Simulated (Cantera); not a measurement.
## Formation from one mole of Cl2

Source: NASA polynomial tables (part measured, part estimated), evaluated in Cantera. Values are per mole of reaction as written; species without (g) are pure solids or liquids, kept so even where they would boil at 1 bar.

0.6667 B + Cl2(g) → 0.6667 BCl3(g)

```
T (K)  ΔH° (kJ)  ΔS° (J/K)  ΔG° (kJ)  log10 K
-----  --------  ---------  --------  -------
300      -268.6      -33.5    -258.6    45.02
375      -268.6      -33.5    -256.1    35.67
400      -268.6      -33.5    -255.2    33.33
425      -268.6      -33.5    -254.4    31.26
450      -268.6      -33.5    -253.5    29.43
475      -268.6      -33.6    -252.7    27.79
500      -268.7      -33.6    -251.9    26.31
525      -268.7      -33.6    -251.0    24.98
550      -268.7      -33.6    -250.2    23.76
575      -268.7      -33.6    -249.3    22.65
```

2 Cs + Cl2(g) → 2 CsCl

| T (K) | ΔH° (kJ) | ΔS° (J/K) | ΔG° (kJ) | log10 K | condensed phases |
|---|---|---|---|---|---|
| 300 | -885.7 | -191.1 | -828.3 | 144.22 | Cs(s), CsCl(s) |
| 375 | -889.3 | -203.4 | -813.0 | 113.25 | Cs(l), CsCl(s) |
| 400 | -889.1 | -202.8 | -808.0 | 105.51 | Cs(l), CsCl(s) |
| 425 | -888.8 | -202.2 | -802.9 | 98.68 | Cs(l), CsCl(s) |
| 450 | -888.5 | -201.5 | -797.8 | 92.61 | Cs(l), CsCl(s) |
| 475 | -888.2 | -200.8 | -792.8 | 87.18 | Cs(l), CsCl(s) |
| 500 | -887.8 | -200.0 | -787.8 | 82.30 | Cs(l), CsCl(s) |
| 525 | -887.4 | -199.2 | -782.8 | 77.88 | Cs(l), CsCl(s) |
| 550 | -887.0 | -198.4 | -777.9 | 73.87 | Cs(l), CsCl(s) |
| 575 | -886.5 | -197.5 | -772.9 | 70.21 | Cs(l), CsCl(s) |

0.6667 Al + Cl2(g) → 0.6667 AlCl3

| T (K) | ΔH° (kJ) | ΔS° (J/K) | ΔG° (kJ) | log10 K | condensed phases |
|---|---|---|---|---|---|
| 300 | -470.4 | -169.0 | -419.7 | 73.07 | Al(s), AlCl3(s) |
| 375 | -469.5 | -166.4 | -407.1 | 56.71 | Al(s), AlCl3(s) |
| 400 | -469.2 | -165.5 | -403.0 | 52.62 | Al(s), AlCl3(s) |
| 425 | -468.8 | -164.6 | -398.8 | 49.02 | Al(s), AlCl3(s) |
| 450 | -468.4 | -163.7 | -394.7 | 45.82 | Al(s), AlCl3(s) |
| 475 | -444.3 | -111.9 | -391.1 | 43.01 | Al(s), AlCl3(l) |
| 500 | -443.6 | -110.4 | -388.4 | 40.57 | Al(s), AlCl3(l) |
| 525 | -442.8 | -109.0 | -385.6 | 38.37 | Al(s), AlCl3(l) |
| 550 | -442.1 | -107.6 | -382.9 | 36.36 | Al(s), AlCl3(l) |
| 575 | -441.4 | -106.3 | -380.2 | 34.54 | Al(s), AlCl3(l) |

Pb + Cl2(g) → PbCl2(g)

```
T (K)  ΔH° (kJ)  ΔS° (J/K)  ΔG° (kJ)  log10 K
-----  --------  ---------  --------  -------
300      -174.1       29.3    -182.9    31.84
375      -174.5       28.0    -185.0    25.77
400      -174.7       27.6    -185.7    24.25
425      -174.8       27.1    -186.4    22.91
450      -175.0       26.7    -187.1    21.71
475      -175.2       26.3    -187.7    20.64
500      -175.4       25.9    -188.4    19.68
525      -175.6       25.6    -189.0    18.81
550      -175.8       25.2    -189.7    18.01
575      -176.0       24.8    -190.3    17.28
```
